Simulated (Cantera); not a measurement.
Charge: 1 mol Cu, 1.7 mol F₂, 33 mol N₂, equilibrated at 825 K and 22.0 Pa.

Equilibrium computed with Cantera from the NASA thermochemical tables; the gas is ideal and each condensed phase is pure. Candidate condensed phases: Cu, CuF₂; 11 gas species. Kinetics and transport are ignored.

Base state: N₂ 0.961, F 0.0367, F₂ 0.00203, CuF₂ 7.98e-5 (mole fractions); condensed: CuF₂(s).

Task: What changes in the equilibrium state with this change: 0.037 mol NH₃ added?

Result: 
```tsv
species	before	after
N₂	0.961	0.961
F	0.0367	0.0340
HF	0	0.00323
F₂	0.00203	0.00175
CuF₂	7.98e-5	7.98e-5
CuF₂(s), mol	0.997	0.997
```
